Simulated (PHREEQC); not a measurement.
Solution (25 °C): 0.017 mol/kgw Pb(NO3)2. Closed to the air; pH follows from the charge balance.

Equilibrium calculation in PHREEQC: ion-association model, wateq4f.dat.

```json
{
  "pH": "4.83",
  "ionic_strength": "0.0451 mol/kgw"
}
```

```csv
species,molality,activity,log γ
NO3-,0.0310,0.0253,-0.090
Pb+2,0.0140,0.00656,-0.330
PbNO3+,0.00296,0.00245,-0.082
H+,1.73e-5,1.49e-5,-0.067
PbOH+,1.04e-5,8.59e-6,-0.082
Pb2OH+3,6.96e-6,1.26e-6,-0.742
```

No solid was allowed to form.
